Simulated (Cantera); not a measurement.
A closed system holds: 1 mol Si, 2.8 mol HCl, 0.6 mol H2, at 0.100 bar.

Cantera equilibrium calculation (NASA polynomials, part measured and part estimated; ideal gas, pure solids and liquids). Candidate condensed phases: Si; 19 gas species. The tables' values for SiCl3 are old estimates; treat these amounts as uncertain. Rates play no part. All values below are at 800 K.

Base state: H2 0.721, SiCl4 0.221, SiHCl3 0.0544, HCl 0.00264, SiH2Cl2 0.00109, SiCl3 0.000140 (mole fractions); condensed: Si(s).

Question: What changes in the equilibrium state with this change: Si replaced by SiCl4?

Answer: 
```csv
species,before,after
HCl,0.00264,0.636
SiCl4,0.221,0.227
H2,0.721,0.136
SiHCl3,0.0544,4.40e-5
SiH2Cl2,0.00109,<1e-9
SiCl3,0.000140,2.61e-7
"Si(s), mol",0.264,0
```
